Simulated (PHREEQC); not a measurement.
A made-up water analysis in mg/kgw, 25 °C, pH 6.86, pe 12.5:

| constituent | mg/kgw |
|---|---|
| Na | 0.455 |
| K | 0.544 |
| Ca | 0.431 |
| Mg | 0.816 |
| Cl | 2.44 |
| S(6) as SO4 | 0.743 |
| Alkalinity as HCO3 | 2.39 |
| Br | 0.00125 |
| N(5) as NO3 | 0.00246 |
| Ni | 0.00167 |
| Pb | 0.00264 |

Valence states are taken as typed.

The numbers come from PHREEQC with the ion-association model, wateq4f.dat.

Each row changes one thing in this solution. This is a speciation only: nothing precipitates in the calculation.

| case | HCO3- (mol/kgw) | CO2 (mol/kgw) | Ni+2 (mol/kgw) | CO3-2 (mol/kgw) | Pb+2 (mol/kgw) | PbOH+ (mol/kgw) | SI of Pb(OH)2 (Pb(OH)2) | SI of Cerrusite (PbCO3) |
|---|---|---|---|---|---|---|---|---|
| as made | 3.92e-5 | 1.20e-5 | 2.59e-8 | 1.39e-8 | 9.20e-9 | 1.24e-9 | -2.49 | -2.82 |
| all concentrations times 4 at the same typed pH | 0.000156 | 4.71e-5 | ? | 5.80e-8 | 2.49e-8 | 3.21e-9 | -2.09 | ? |
| N(5) from 0.00246 to 0.00738 mg/kgw | 3.92e-5 | 1.20e-5 | 2.59e-8 | 1.39e-8 | 9.20e-9 | 1.24e-9 | -2.49 | -2.82 |
| Ni from 0.00167 to 0.00501 mg/kgw | 3.92e-5 | 1.20e-5 | ? | 1.39e-8 | 9.20e-9 | 1.24e-9 | -2.49 | -2.82 |

Question: Some entries are withheld; supply them.

Answer: 
- all concentrations times 4 at the same typed pH, Ni+2 (mol/kgw): 8.34e-8
- all concentrations times 4 at the same typed pH, SI of Cerrusite (PbCO3): -1.81
- Ni from 0.00167 to 0.00501 mg/kgw, Ni+2 (mol/kgw): 7.76e-8

Species that the database lacks are ignored. The database's nickel carbonate constants are estimates that later reviews lower a good deal.
